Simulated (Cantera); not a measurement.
What does this Cantera script print?

```python
import numpy as np
import cantera as ct

gas = ct.Solution("gri30.yaml")


def delay(T, t_max=10):
    gas.TPX = T, 500000, {'H2': 1, 'O2': 1.09, 'N2': 4.09}
    reactor = ct.IdealGasConstPressureReactor(gas, clone=False)
    net = ct.ReactorNet([reactor])
    net.rtol, net.atol = 1e-8, 1e-16
    while net.time < t_max:
        t_old, T_old = net.time, reactor.T
        net.step()
        if reactor.T > T + 400:  # ignition: a rise of 400 K
            return t_old + (T + 400 - T_old) / (reactor.T - T_old) * (net.time - t_old)
    return np.nan


taus = []
for T in [1248, 1348, 1448, 1548, 1648, 1748, 1848, 1948, 2048]:
    taus.append(delay(T))
    print(f"T0 = {T:6g} K   tau = {taus[-1]:.4e} s")
```

Result:

```
T0 =   1248 K   tau = 1.0549e-05 s
T0 =   1348 K   tau = 5.7853e-06 s
T0 =   1448 K   tau = 3.9242e-06 s
T0 =   1548 K   tau = 3.0035e-06 s
T0 =   1648 K   tau = 2.5178e-06 s
T0 =   1748 K   tau = 2.2747e-06 s
T0 =   1848 K   tau = 2.1856e-06 s
T0 =   1948 K   tau = 2.2052e-06 s
T0 =   2048 K   tau = 2.3086e-06 s
```

Detailed kinetics in Cantera: GRI-Mech 3.0 (53 species, 325 reactions). The hydrogen kinetics of GRI-Mech 3.0 are dated; newer H2 mechanisms differ, most at raised pressure. Where the delays flatten at high temperature, the 400 K rule measures the pace of heat release, not the induction time.
